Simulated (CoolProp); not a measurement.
Values from CoolProp's reference Helmholtz-energy equation of state, Aleksandrov 2011. It is a short technical equation, of lower accuracy than the large ones.

Problem. For n-undecane, give the phase and the cp (kJ/(kg K)), cv (kJ/(kg K)), speed of sound (m/s), Joule-Thomson coefficient (K/MPa) at 382.1 K and 1.99 MPa; 382.1 K and 2.65 MPa.

Solution. 
- 382.1 K and 1.99 MPa: liquid; cp 2.52, cv 2.13, speed of sound 969, Joule-Thomson coefficient -0.332
- 382.1 K and 2.65 MPa: liquid; cp 2.52, cv 2.13, speed of sound 975, Joule-Thomson coefficient -0.334
